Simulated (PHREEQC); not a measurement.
Dissolve 0.24 mol/kgw TMAH and 0.00012 mol/kgw CO2 at 25 °C and 100 atm. Closed to the air; pH follows from the charge balance.

The numbers come from PHREEQC with the ion-association model, phreeqc.dat.

```json
{
  "pH": "13.18",
  "ionic_strength": "0.240 mol/kgw",
  "activity_of_water": "0.992",
  "total_alkalinity": "240 meq/kg"
}
```

```
species   molality  activity   log γ
--------  --------  --------  ------
(CH3)4N+     0.240     0.169  -0.151
OH-          0.240     0.166  -0.159
CO3-2     0.000120   3.52e-5  -0.532
HCO3-      5.98e-8   4.40e-8  -0.133
```

Precipitation was switched off in this run. Under pressure, the constants of complexes without a molar volume in the database are unreliable. (CH3)4N+ isn't in the database: it is added as a free cation with an ion size of 4 Å.
